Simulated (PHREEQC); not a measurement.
Make-up at 55 °C: 0.032 mol CuCl2 and 0.00092 mol HBF4 per kg of water. Closed to the air; pH follows from the charge balance.

Computed with PHREEQC (ion-association model, phreeqc.dat).

Precipitation was switched off in this run.

Question: Predict the pH.

Answer: pH 2.96.

Question: In which forms is B present?

Answer: H3BO3 88 %, BF4- 6.4 %, BF2(OH)2- 3.8 %, BF3OH- 2.0 % of the B.

Away from 25 °C the constants follow the database's enthalpies or fits; those with neither stay at their 25 °C values. Real BF4- forms and hydrolyses slowly; the run takes it at equilibrium.
